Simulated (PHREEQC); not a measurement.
Dissolve 0.0016 mol HNO3 and 0.00012 mol CaCl2 per kg of water at 25 °C. Closed to the air; pH follows from the charge balance.

Model: ion-association model, phreeqc.dat, run in PHREEQC.

```yaml
pH: 2.82
ionic_strength: 0.00196 mol/kgw
specific_conductance: 682 µS/cm
total_alkalinity: -1.60 meq/kg
```

```json
[
 {"species": "H+", "molality": "0.00160", "activity": "0.00153", "log γ": "-0.020"},
 {"species": "NO3-", "molality": "0.00160", "activity": "0.00152", "log γ": "-0.022"},
 {"species": "Cl-", "molality": "0.000240", "activity": "0.000228", "log γ": "-0.021"},
 {"species": "Ca+2", "molality": "0.000120", "activity": "9.89e-5", "log γ": "-0.084"}
]
```

This is a speciation only: nothing precipitates in the calculation.
